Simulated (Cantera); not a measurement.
A freely propagating, adiabatic, planar premixed flame of 7.38 % CH4, 18.9 % O2, 71.1 % N2, 2.58 % H2O, equivalence ratio 0.78, unburnt at 700 K and 5.50 bar; mixture-averaged transport, grid criteria slope 0.08 and curve 0.16, no radiation.

Model: GRI-Mech 3.0 (53 species, 325 reactions), integrated in Cantera. Burning velocities carry a grid error of a few per cent, more on coarse grids.

x: mole fraction of selected species; z is measured from the peak of heat release.

```tsv
z (mm)	T (K)	u (m/s)	x CH4	x O2	x H2O	x H	x NO	x C2H4
-0.317	701	0.691	0.0737	0.189	0.0260	<1e-8	<1e-8	1.22e-7
-0.211	706	0.697	0.0732	0.188	0.0271	<1e-8	<1e-8	1.15e-6
-0.159	723	0.715	0.0719	0.187	0.0300	<1e-8	3.80e-8	6.29e-6
-0.106	804	0.798	0.0664	0.180	0.0415	4.00e-8	2.28e-7	4.23e-5
-0.0528	1148	1.15	0.0447	0.148	0.0810	1.02e-5	1.78e-6	0.000282
-0.0264	1490	1.50	0.0235	0.114	0.116	0.000128	4.13e-6	0.000498
0	1829	1.84	0.00458	0.0750	0.148	0.000832	7.83e-6	0.000209
0.0264	1983	1.99	0.000198	0.0553	0.160	0.00132	1.23e-5	5.34e-6
0.0528	2052	2.05	4.57e-6	0.0491	0.163	0.00114	1.57e-5	4.30e-8
0.106	2126	2.11	<1e-8	0.0449	0.166	[?]	[?]	<1e-8
0.211	2183	2.16	<1e-8	0.0426	0.169	[?]	[?]	<1e-8
0.423	2211	2.18	<1e-8	0.0417	0.171	8.76e-5	3.40e-5	<1e-8
0.845	2218	2.19	<1e-8	0.0415	0.171	5.95e-5	4.47e-5	<1e-8
```

Problem. Complete the blanks.

Solution. 
- 0.106, x H: 0.000637
- 0.106, x NO: 2.06e-5
- 0.211, x H: 0.000236
- 0.211, x NO: 2.67e-5
